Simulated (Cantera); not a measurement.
A perfectly stirred reactor is fed with H2 : O2 : N2 = 1 : 0.847 : 3.19 (molar parts), at 5.00 bar; it is adiabatic with a 800 K inlet, and is followed from long to short residence time, starting on the burning branch (τ in s: 0.16, 0.048, 0.014, 0.0044, 0.0013, 0.00041, 0.00012, 3.7e-05, 1.1e-05).

Detailed kinetics in Cantera: GRI-Mech 3.0 (53 species, 325 reactions). The hydrogen kinetics of GRI-Mech 3.0 are dated; newer H2 mechanisms differ, most at raised pressure.

x: mole fraction; the columns are a selection and need not sum to one.

```json
[
 {"τ (s)": "0.16", "T (K)": "2217", "x H2": "0.000465", "x O2": "0.0730", "x H2O2": "4.68e-7", "x H2O": "0.218", "x HO2": "6.26e-6", "x NO2": "…", "x O": "0.000369"},
 {"τ (s)": "0.048", "T (K)": "2221", "x H2": "0.000488", "x O2": "0.0741", "x H2O2": "4.78e-7", "x H2O": "0.217", "x HO2": "6.46e-6", "x NO2": "…", "x O": "0.000388"},
 {"τ (s)": "0.014", "T (K)": "2223", "x H2": "0.000540", "x O2": "0.0748", "x H2O2": "4.89e-7", "x H2O": "0.217", "x HO2": "6.72e-6", "x NO2": "…", "x O": "0.000422"},
 {"τ (s)": "0.0044", "T (K)": "2222", "x H2": "0.000675", "x O2": "0.0751", "x H2O2": "5.06e-7", "x H2O": "0.217", "x HO2": "7.20e-6", "x NO2": "…", "x O": "0.000499"},
 {"τ (s)": "0.0013", "T (K)": "2214", "x H2": "0.00107", "x O2": "0.0750", "x H2O2": "5.57e-7", "x H2O": "0.216", "x HO2": "8.72e-6", "x NO2": "…", "x O": "0.000731"},
 {"τ (s)": "0.00041", "T (K)": "2195", "x H2": "0.00200", "x O2": "0.0748", "x H2O2": "6.89e-7", "x H2O": "0.214", "x HO2": "1.29e-5", "x NO2": "…", "x O": "0.00130"},
 {"τ (s)": "0.00012", "T (K)": "2154", "x H2": "0.00413", "x O2": "0.0745", "x H2O2": "9.72e-7", "x H2O": "0.209", "x HO2": "2.40e-5", "x NO2": "…", "x O": "0.00266"},
 {"τ (s)": "3.7e-5", "T (K)": "2080", "x H2": "0.00807", "x O2": "0.0747", "x H2O2": "1.43e-6", "x H2O": "0.201", "x HO2": "4.74e-5", "x NO2": "…", "x O": "0.00511"},
 {"τ (s)": "1.1e-5", "T (K)": "1949", "x H2": "0.0151", "x O2": "0.0767", "x H2O2": "2.31e-6", "x H2O": "0.188", "x HO2": "9.31e-5", "x NO2": "…", "x O": "0.00883"}
]
```

### Question
What belongs in the gaps?

### Answer

- 0.16, x NO2: 7.86e-6
- 0.048, x NO2: 4.35e-6
- 0.014, x NO2: 1.75e-6
- 0.0044, x NO2: 7.24e-7
- 0.0013, x NO2: 3.54e-7
- 0.00041, x NO2: 2.14e-7
- 0.00012, x NO2: 1.17e-7
- 3.7e-5, x NO2: 6.58e-8
- 1.1e-5, x NO2: 4.33e-8
